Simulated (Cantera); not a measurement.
A counterflow diffusion flame at 1.00 bar, nozzles 20 mm apart: fuel side CO : H2 : CH4 = 1 : 0.035 : 0.28 (molar parts) at 373 K, oxidiser side O2 : N2 = 0.22 : 0.78 (molar parts) at 673 K, fuel mass flux 1.1 times the oxidiser's; mixture-averaged transport, no radiation.

Detailed kinetics in Cantera: GRI-Mech 3.0 (53 species, 325 reactions). GRI-Mech 3.0 has no aromatics or soot, which form on the fuel side of real flames. The maximum strain rate includes the flame's own expansion and is several times the mean.

x: mole fraction; the columns are a selection and need not sum to one.

| oxidiser flux (kg/m²/s) | max strain (1/s) | mean strain (1/s) | T max (K) | peak x OH | peak x H | peak x NO | peak x CO | peak x C2H2 |
|---|---|---|---|---|---|---|---|---|
| 0.6 | 389 | 99.4 | 2152 | 0.00901 | 0.00629 | 0.000248 | 0.760 | 0.00559 |
| 0.77 | [?] | 128 | 2132 | 0.00893 | 0.00665 | [?] | 0.760 | 0.00554 |
| 1 | [?] | 166 | 2112 | 0.00883 | 0.00701 | [?] | 0.760 | 0.00547 |
| 1.3 | 800 | 215 | 2092 | 0.00869 | 0.00737 | 0.000181 | 0.760 | 0.00537 |
| 1.7 | 1030 | 282 | 2073 | 0.00854 | 0.00773 | 0.000160 | 0.760 | 0.00525 |
| 2.1 | 1260 | 348 | 2059 | 0.00842 | 0.00800 | 0.000144 | 0.760 | 0.00510 |
| 2.8 | 1650 | 464 | 2035 | 0.00814 | 0.00829 | 0.000121 | 0.760 | 0.00478 |
| 3.6 | 2100 | 597 | 2012 | 0.00783 | 0.00847 | 0.000100 | 0.760 | 0.00441 |
| 4.6 | 2640 | 762 | 1987 | 0.00747 | 0.00854 | 8.05e-5 | 0.760 | 0.00394 |

### Question
Some entries are withheld; supply them.

### Answer

- 0.77, max strain (1/s): 490
- 0.77, peak x NO: 0.000225
- 1, max strain (1/s): 625
- 1, peak x NO: 0.000203
